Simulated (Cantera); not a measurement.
What does this Cantera script print?

```python
import numpy as np
import cantera as ct

gas = ct.Solution("gri30.yaml", transport_model="multicomponent")
show = ['H2', 'CO2', 'NH3']

rows = []
print(f"{'T/K':>7s}{'rho':>11s}{'cp':>10s}{'mu':>11s}{'lambda':>11s}{'Pr':>7s}" + "".join(f"{'D_' + s:>11s}" for s in show))
for T in [400, 500, 600, 700, 800, 900, 1000, 1100, 1200]:
    gas.TPX = T, 2500, {'NH3': 0.87, 'CO2': 0.81}
    Pr = gas.cp_mass * gas.viscosity / gas.thermal_conductivity
    D = [gas.mix_diff_coeffs_mole[gas.species_index(s)] for s in show]
    rows.append([gas.density, gas.cp_mass, gas.viscosity, gas.thermal_conductivity, Pr, *D])
    print(f"{T:7g}{gas.density:11.4e}{gas.cp_mass:10.1f}{gas.viscosity:11.4e}"
          f"{gas.thermal_conductivity:11.4e}{Pr:7.3f}" + "".join(f"{d:11.4e}" for d in D))
print("SI units: kg/m3, J/kg/K, Pa s, W/m/K, m2/s")
```

Result:

```
    T/K        rho        cp         mu     lambda     Pr       D_H2      D_CO2      D_NH3
    400 2.2580e-02    1328.9 1.7609e-05 3.4059e-02  0.687 4.9185e-03 1.1369e-03 1.1369e-03
    500 1.8064e-02    1440.2 2.1652e-05 4.5572e-02  0.684 7.2471e-03 1.7557e-03 1.7557e-03
    600 1.5053e-02    1541.7 2.5459e-05 5.7600e-02  0.681 9.9061e-03 2.4840e-03 2.4840e-03
    700 1.2903e-02    1631.1 2.9052e-05 6.9811e-02  0.679 1.2873e-02 3.3123e-03 3.3123e-03
    800 1.1290e-02    1709.1 3.2453e-05 8.2001e-02  0.676 1.6131e-02 4.2332e-03 4.2332e-03
    900 1.0035e-02    1778.8 3.5687e-05 9.4160e-02  0.674 1.9665e-02 5.2406e-03 5.2406e-03
   1000 9.0319e-03    1846.5 3.8772e-05 1.0655e-01  0.672 2.3464e-02 6.3296e-03 6.3296e-03
   1100 8.2108e-03    1903.2 4.1726e-05 1.1855e-01  0.670 2.7519e-02 7.4960e-03 7.4960e-03
   1200 7.5266e-03    1954.8 4.4563e-05 1.3041e-01  0.668 3.1820e-02 8.7365e-03 8.7365e-03
SI units: kg/m3, J/kg/K, Pa s, W/m/K, m2/s
```

Cantera simulation using GRI-Mech 3.0 (53 species, 325 reactions); the numbers are that mechanism's predictions, not measurements. Polar gases are described roughly by these parameters. The composition is frozen, though it would react at the higher temperatures.
